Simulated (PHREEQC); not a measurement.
Solution (59 °C): 0.013 mol H2SO4, 0.064 mol NiSO4 and 3e-05 mol MnSO4 per kg of water. Closed to the air; pH follows from the charge balance.

All values are PHREEQC results (ion-association model, wateq4f.dat), not measurements.

No solid was allowed to form.

**Question.** Predict the pH, ionic strength.

**Answer.** pH 2.21; ionic strength 0.151 mol/kgw.

**Question.** In which forms is Ni present?

**Answer.** Ni+2 58 %, NiSO4 42 % of the Ni.

Away from 25 °C the constants follow the database's enthalpies or fits; those with neither stay at their 25 °C values.
